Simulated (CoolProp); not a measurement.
Vapour-liquid equilibrium of propane (1) + R152A (2) at 237 kPa; x and y are mole fractions of (1).

Model: multi-fluid Helmholtz-energy mixture model, Lemmon 2009 and Outcalt 1996; pair parameters Bell 2016, in CoolProp.

| x | bubble temperature (°C) | y at the bubble point | dew temperature at overall composition x (°C) | liquid density (mol/L) |
|---|---|---|---|---|
| 0.05 | -8.9 | 0.225 | -4.2 | 14.61 |
| 0.2 | -18.4 | 0.524 | -8.2 | 14.33 |
| 0.35 | -21.8 | 0.624 | -12.6 | 13.93 |
| 0.5 | -23.2 | 0.673 | -17.5 | 13.53 |
| 0.65 | -23.8 | 0.712 | -22.6 | 13.19 |
| 0.8 | -23.8 | 0.771 | -23.6 | 12.92 |
| 0.95 | -22.3 | 0.908 | -21.7 | 12.69 |

y crosses x between x = 0.65 and 0.8: the model has an azeotrope there.

Pair parameters are fitted to limited data, so mixtures are less certain than the pure fluids.
